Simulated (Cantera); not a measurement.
# Premixed flame

A freely propagating, adiabatic, planar premixed flame of H2 : O2 : N2 = 1 : 0.278 : 0.78 (molar parts), unburnt at 500 K and 101000 Pa; mixture-averaged transport, grid criteria slope 0.08 and curve 0.16, no radiation.

Cantera simulation using the H2/O2 subset of GRI-Mech 3.0, which has no nitrogen chemistry; the numbers are that mechanism's predictions, not measurements. Burning velocities carry a grid error of a few per cent, more on coarse grids.

```json
[
 {"z (mm)": "-1.19", "T (K)": "500", "u (m/s)": "8.25", "x H2": "0.486", "x O2": "0.135", "x H2O": "<1e-8", "x HO2": "<1e-8", "x O": "<1e-8", "x OH": "<1e-8"},
 {"z (mm)": "-0.793", "T (K)": "500", "u (m/s)": "8.25", "x H2": "0.486", "x O2": "0.135", "x H2O": "<1e-8", "x HO2": "<1e-8", "x O": "<1e-8", "x OH": "<1e-8"},
 {"z (mm)": "-0.594", "T (K)": "500", "u (m/s)": "8.25", "x H2": "0.486", "x O2": "0.135", "x H2O": "<1e-8", "x HO2": "<1e-8", "x O": "<1e-8", "x OH": "<1e-8"},
 {"z (mm)": "-0.396", "T (K)": "500", "u (m/s)": "8.25", "x H2": "0.486", "x O2": "0.135", "x H2O": "3.25e-8", "x HO2": "9.67e-8", "x O": "<1e-8", "x OH": "<1e-8"},
 {"z (mm)": "-0.198", "T (K)": "516", "u (m/s)": "8.48", "x H2": "0.483", "x O2": "0.135", "x H2O": "0.000477", "x HO2": "0.000246", "x O": "6.52e-6", "x OH": "5.02e-5"},
 {"z (mm)": "-0.0991", "T (K)": "778", "u (m/s)": "12.4", "x H2": "0.447", "x O2": "0.129", "x H2O": "0.0216", "x HO2": "0.000224", "x O": "0.000334", "x OH": "0.000937"},
 {"z (mm)": "0", "T (K)": "1250", "u (m/s)": "19.3", "x H2": "0.325", "x O2": "0.0849", "x H2O": "0.119", "x HO2": "8.39e-5", "x O": "0.00451", "x OH": "0.00319"},
 {"z (mm)": "0.0991", "T (K)": "1560", "u (m/s)": "23.9", "x H2": "0.217", "x O2": "0.0221", "x H2O": "0.237", "x HO2": "2.12e-5", "x O": "0.00576", "x OH": "0.00683"},
 {"z (mm)": "0.198", "T (K)": "1692", "u (m/s)": "25.8", "x H2": "0.194", "x O2": "0.00548", "x H2O": "0.270", "x HO2": "5.05e-6", "x O": "0.00420", "x OH": "0.00815"},
 {"z (mm)": "0.396", "T (K)": "1824", "u (m/s)": "27.5", "x H2": "0.198", "x O2": "0.00219", "x H2O": "0.279", "x HO2": "1.94e-6", "x O": "0.00338", "x OH": "0.00920"},
 {"z (mm)": "0.793", "T (K)": "1964", "u (m/s)": "29.3", "x H2": "0.208", "x O2": "0.00154", "x H2O": "0.284", "x HO2": "1.30e-6", "x O": "0.00259", "x OH": "0.00961"},
 {"z (mm)": "1.59", "T (K)": "2104", "u (m/s)": "31.1", "x H2": "0.218", "x O2": "0.000987", "x H2O": "0.289", "x HO2": "8.35e-7", "x O": "0.00172", "x OH": "0.00914"},
 {"z (mm)": "3.17", "T (K)": "2229", "u (m/s)": "32.6", "x H2": "0.226", "x O2": "0.000549", "x H2O": "0.295", "x HO2": "4.95e-7", "x O": "0.000986", "x OH": "0.00781"}
]
```
x: mole fraction of selected species; z is measured from the peak of heat release.

- laminar burning velocity: 825 cm/s
- thermal thickness: 0.396 mm
- peak x(HO2): 0.000393
- peak x(O): 0.00625
- peak x(OH): 0.00962
- grid points: 126
